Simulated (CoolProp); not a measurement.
Vapour-liquid equilibrium of R1234yf (1) + R227EA (2) at 51.4 kPa; x and y are mole fractions of (1).

Values from CoolProp's multi-fluid Helmholtz-energy mixture model, Lemmon 2022 and Lemmon 2016; pair parameters Bell 2016.

Q: Give the bubble temperature and the first vapour's composition at x = 0.15, 0.85, 0.95. Is there an azeotrope?

A: x = 0.15: -33.5 °C, y = 0.248; x = 0.85: -42.3 °C, y = 0.915; x = 0.95: -43.3 °C, y = 0.973. No azeotrope shows between x = 0.05 and 0.95.

Pair parameters are fitted to limited data, so mixtures are less certain than the pure fluids.
